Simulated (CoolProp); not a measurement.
Vapour-liquid equilibrium of R134a (1) + dimethyl ether (2) at 52.15 °C; x and y are mole fractions of (1).

The numbers come from the multi-fluid Helmholtz-energy mixture model, Tillner-Roth 1994 and Wu 2011; pair parameters Bell 2016 in CoolProp.

| x | bubble pressure (MPa) | y at the bubble point | dew pressure at overall composition x (MPa) | liquid density (mol/L) |
|---|---|---|---|---|
| 0.05 | 1.198 | 0.046 | 1.197 | 13.21 |
| 0.125 | 1.190 | 0.121 | 1.190 | 13.02 |
| 0.2 | 1.188 | 0.199 | 1.188 | 12.83 |
| 0.275 | 1.190 | 0.282 | 1.189 | 12.64 |
| 0.35 | 1.196 | 0.365 | 1.195 | 12.45 |
| 0.425 | 1.207 | 0.449 | 1.203 | 12.25 |
| 0.5 | 1.222 | 0.531 | 1.215 | 12.05 |
| 0.575 | 1.240 | 0.611 | 1.231 | 11.85 |
| 0.65 | 1.261 | 0.688 | 1.250 | 11.65 |
| 0.725 | 1.286 | 0.761 | 1.273 | 11.45 |
| 0.8 | 1.312 | 0.831 | 1.300 | 11.25 |
| 0.875 | 1.340 | 0.897 | 1.330 | 11.04 |
| 0.95 | 1.370 | 0.960 | 1.365 | 10.84 |

y crosses x between x = 0.2 and 0.275: the model has an azeotrope there.

The pair parameters rest on a limited set of measurements; away from them the model extrapolates.
